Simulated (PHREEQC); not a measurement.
Solution (60 °C): 0.0018 mol H2SO4 and 0.038 mol FeCl3 per kg of water. Closed to the air; pH follows from the charge balance.

Computed with PHREEQC (ion-association model, wateq4f.dat).

No solid was allowed to form.

Task: Order these S species by the share of S that they hold, largest first: HSO4-, FeHSO4+2, FeSO4+, Fe(SO4)2-, SO4-2.

Result: FeSO4+ (68 %), HSO4- (14 %), SO4-2 (10 %), FeHSO4+2 (7.8 %), Fe(SO4)2- (0.18 %)

Task: Order these Fe species by the share of Fe that they hold, largest first: FeOH+2, Fe+3, FeSO4+, FeCl+2, Fe2(OH)2+4.

Result: FeCl+2 (39 %), Fe2(OH)2+4 (21 %), FeOH+2 (18 %), Fe+3 (16 %), FeSO4+ (3.2 %)

The pH is 1.82 and the ionic strength 0.163 mol/kgw. Saturation is exceeded, for instance for Hematite (slow to form), Goethite (slow to form); the values hold only as long as no solid forms. Away from 25 °C the constants follow the database's enthalpies or fits; those with neither stay at their 25 °C values.
